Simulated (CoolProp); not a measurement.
Values from CoolProp's reference Helmholtz-energy equation of state, Lemmon 2005. It is a short technical equation, of lower accuracy than the large ones.

For cis-2-butene, give the phase and the Joule-Thomson coefficient (K/MPa) at 274.5 K and 0.0899 MPa; 275.7 K and 0.0244 MPa; 296.3 K and 2.51 MPa.


- 274.5 K and 0.0899 MPa: gas; Joule-Thomson coefficient 46.5
- 275.7 K and 0.0244 MPa: gas; Joule-Thomson coefficient 44.5
- 296.3 K and 2.51 MPa: liquid; Joule-Thomson coefficient -0.325
